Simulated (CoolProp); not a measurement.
20 sccm (0 °C, 1 atm) of nitrogen bubbles through liquid toluene at 325.3 K and leaves saturated at a total pressure of 0.0562 MPa (ideal gas phase). Each further row changes one setting.

The numbers come from the reference Helmholtz-energy equation of state, Lemmon 2006 in CoolProp. It is a short technical equation, of lower accuracy than the large ones.

```json
[
 {"case": "as stated", "vapour pressure (kPa)": "13.5", "mole fraction of vapour": "0.239", "delivery (mg/min)": "25.9", "delivery (sccm)": "6.30", "change of delivery for a bath 1 K warmer (%)": "5.7"},
 {"case": "bath temperature 330.3 K", "vapour pressure (kPa)": "16.5", "mole fraction of vapour": "0.294", "delivery (mg/min)": "34.3", "delivery (sccm)": "8.34", "change of delivery for a bath 1 K warmer (%)": "5.9"},
 {"case": "total pressure 0.112 MPa", "vapour pressure (kPa)": "13.5", "mole fraction of vapour": "0.120", "delivery (mg/min)": "11.2", "delivery (sccm)": "2.73", "change of delivery for a bath 1 K warmer (%)": "4.9"}
]
```
